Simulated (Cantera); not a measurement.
Input (Python, Cantera) and output of one run.

```python
import numpy as np
import cantera as ct

gas_names = """
    H HO2 H2 H2O H2O2 H2S H2SO4 Mg MgH MgO MgOH MgO2H2 MgS Mg2 O OH O2 O3 S SH SO SO2 SO3 S2 S2O S8
""".split()
cond_names = """
    H2O(s) H2O(L) H2SO4(L) Mg(cr) Mg(L) MgO(s) MgO(L) MgO2H2(s) MgS(s) MgSO4(s) MgSO4(L) S(cr1) S(cr2)
    S(L)
""".split()


# ... load() reads the species with a 1 bar reference pressure and builds the phases ...
atoms = {
    'MgO': {'Mg': 1, 'O': 1},
    'H2S': {'H': 2, 'S': 1},
    'O2': {'O': 2},
}
top_T = {'MgS(s)': 2250}  # K; cautious upper limits of use, not melting points


# ... equilibrate(T, P, feed) seeds the gas with the atoms and calls Mixture.equilibrate('TP', solver="vcs", rtol=1e-11, max_steps=5000) ...
results = []
feed = {'MgO': 1, 'H2S': 0.08, 'O2': 0.038}  # mol
P = 4600  # Pa
for T in [750, 800, 850, 900, 950, 1000, 1050, 1100, 1150, 1200, 1250]:
    mix = equilibrate(T, P, feed)
    results.append((T, P, feed, dict(zip(mix.species_names, mix.species_moles))))

top = {s: max(r[3][s] / sum(r[3][g] for g in gas_names) for r in results) for s in gas_names}
cols = sorted((s for s in top if top[s] > 0.0001), key=lambda s: -top[s])[:6]
seen = [c for c in cond_names if any(r[3].get(c, 0) > 1e-12 for r in results)]
print("log10 of partial pressures in bar; condensed amounts in mol")
print(f"{'T/K':>10s}" + "".join(f"{s[:9]:>10s}" for s in cols + seen))
for T, P, feed, n in results:
    ng = sum(n[g] for g in gas_names)
    print(f"{T:10.4g}" + "".join(f"{np.log10(max(n[s] / ng * P / 1e5, 1e-99)):10.3f}" for s in cols)
          + "".join(f"{n.get(c, 0):10.4g}" for c in seen))
```

Result:

```
log10 of partial pressures in bar; condensed amounts in mol
       T/K       H2O        S2       H2S       SO2        H2       S2O    MgO(s)
       750    -1.648    -2.059    -1.988    -2.370    -4.648    -3.895         1
       800    -1.636    -2.021    -2.029    -2.417    -4.320    -3.907         1
       850    -1.625    -1.997    -2.068    -2.461    -4.028    -3.927         1
       900    -1.616    -1.979    -2.105    -2.501    -3.769    -3.947         1
       950    -1.609    -1.964    -2.140    -2.536    -3.538    -3.965         1
      1000    -1.605    -1.951    -2.175    -2.565    -3.332    -3.981         1
      1050    -1.602    -1.941    -2.211    -2.587    -3.149    -3.994         1
      1100    -1.602    -1.933    -2.247    -2.602    -2.987    -4.003         1
      1150    -1.603    -1.926    -2.287    -2.609    -2.843    -4.009         1
      1200    -1.606    -1.921    -2.329    -2.607    -2.717    -4.012         1
      1250    -1.611    -1.917    -2.373    -2.598    -2.606    -4.011         1
```

Cantera equilibrium calculation (NASA polynomials, part measured and part estimated; ideal gas, pure solids and liquids). Gases not in the tables: S3 to S7.
